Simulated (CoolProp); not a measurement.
Values from CoolProp's reference Helmholtz-energy equation of state, Lemmon 2006. It is a short technical equation, of lower accuracy than the large ones.

Question: Give the vapour pressure (MPa), liquid density (kg/m³), vapour density (kg/m³), enthalpy of vaporisation (kJ/kg) of saturated toluene at 283.4, 300, 366.3 K.

Answer: 
```csv
T (K),p (MPa),liquid density (kg/m³),vapour density (kg/m³),enthalpy of vaporisation (kJ/kg)
283.4,0.00169,876,0.0662,422
300,0.00418,860,0.155,412
366.3,0.0600,797,1.87,372
```
